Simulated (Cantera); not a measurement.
Cantera run:

```python
import numpy as np
import cantera as ct

gas_names = """
    C CN CO CO2 C2 CCN CNC C2N2 C2O C3 C3O2 C4 C4N2 C5 N NCO NO NO2 NO3 N2 N2O O O2 O3 Si SiC SiC2 SiN
    SiO SiO2 Si2 Si2C Si2N Si3
""".split()
cond_names = """
    C(gr) Si(cr) Si(L) SiC(b) SiO2(Lqz) SiO2(hqz) SiO2(L) Si2N2O(s) Si3N4(a)
""".split()


# ... load() reads the species with a 1 bar reference pressure and builds the phases ...
atoms = {
    'Si': {'Si': 1},
    'N2O': {'N': 2, 'O': 1},
    'N2': {'N': 2},
    'CO2': {'C': 1, 'O': 2},
}
top_T = {'C(gr)': 4500, 'SiC(b)': 3050, 'Si2N2O(s)': 2100, 'Si3N4(a)': 2400}  # K; cautious upper limits of use, not melting points


# ... equilibrate(T, P, feed) seeds the gas with the atoms and calls Mixture.equilibrate('TP', solver="vcs", rtol=1e-11, max_steps=5000) ...
results = []
feed = {'Si': 1, 'N2O': 0.046, 'N2': 81, 'CO2': 0.083}  # mol
P = 36  # Pa
for T in [1148, 1223, 1298, 1373, 1448, 1523, 1598, 1673, 1748, 1823, 1898, 1973, 2048]:
    mix = equilibrate(T, P, feed)
    results.append((T, P, feed, dict(zip(mix.species_names, mix.species_moles))))
    x = sorted(zip(gas.X, gas.species_names), reverse=True)
    print(f"T = {T:g} K  P = {P:g} Pa  gas = {mix.phase_moles(0):.4g} mol")
    print("   x: " + "  ".join(f"{s} {v:.3e}" for v, s in x if v > 0.001))
    print("   condensed (mol): " + ("  ".join(f"{mix.phase(i).name} {mix.phase_moles(i):.4g}"
          for i in range(1, mix.n_phases) if mix.phase_moles(i) > 1e-12) or "none"))
```

It prints:

```
T = 1148 K  P = 36 Pa  gas = 80.45 mol
   x: N2 1.000e+00
   condensed (mol): C(gr) 0.08256  Si2N2O(s) 0.2116  Si3N4(a) 0.1923
T = 1223 K  P = 36 Pa  gas = 80.51 mol
   x: N2 1.000e+00
   condensed (mol): SiC(b) 0.08059  Si2N2O(s) 0.2096  Si3N4(a) 0.1667
T = 1298 K  P = 36 Pa  gas = 80.51 mol
   x: N2 9.999e-01
   condensed (mol): SiC(b) 0.0772  Si2N2O(s) 0.2061  Si3N4(a) 0.1702
T = 1373 K  P = 36 Pa  gas = 80.51 mol
   x: N2 9.998e-01
   condensed (mol): SiC(b) 0.07033  Si2N2O(s) 0.198  Si3N4(a) 0.1775
T = 1448 K  P = 36 Pa  gas = 80.53 mol
   x: N2 9.995e-01
   condensed (mol): SiC(b) 0.05747  Si2N2O(s) 0.1678  Si3N4(a) 0.1961
T = 1523 K  P = 36 Pa  gas = 80.74 mol
   x: N2 9.974e-01  SiO 2.115e-03
   condensed (mol): SiC(b) 0.04175  Si3N4(a) 0.262
T = 1598 K  P = 36 Pa  gas = 80.81 mol
   x: N2 9.971e-01  SiO 2.497e-03
   condensed (mol): SiC(b) 0.07274  Si3N4(a) 0.2353
T = 1673 K  P = 36 Pa  gas = 81.36 mol
   x: N2 9.962e-01  SiO 2.487e-03  Si 1.160e-03
   condensed (mol): Si(cr) 0.6229  SiC(b) 0.07287
T = 1748 K  P = 36 Pa  gas = 81.6 mol
   x: N2 9.932e-01  Si 4.043e-03  SiO 2.418e-03
   condensed (mol): Si(L) 0.383  SiC(b) 0.06564
T = 1823 K  P = 36 Pa  gas = 82.02 mol
   x: N2 9.880e-01  Si 9.076e-03  SiO 2.118e-03
   condensed (mol): SiC(b) 0.03575
T = 1898 K  P = 36 Pa  gas = 82.11 mol
   x: N2 9.870e-01  Si 1.028e-02  SiO 1.623e-03
   condensed (mol): none
T = 1973 K  P = 36 Pa  gas = 82.12 mol
   x: N2 9.869e-01  Si 1.048e-02  SiO 1.579e-03  CO 1.002e-03
   condensed (mol): none
T = 2048 K  P = 36 Pa  gas = 82.13 mol
   x: N2 9.868e-01  Si 1.054e-02  SiO 1.572e-03  CO 1.009e-03
   condensed (mol): none
```

Cantera equilibrium calculation (NASA polynomials, part measured and part estimated; ideal gas, pure solids and liquids). Mutual solubility and eutectic melting of coexisting phases are not modelled. The tables' values for SiN are old estimates; treat these amounts as uncertain.
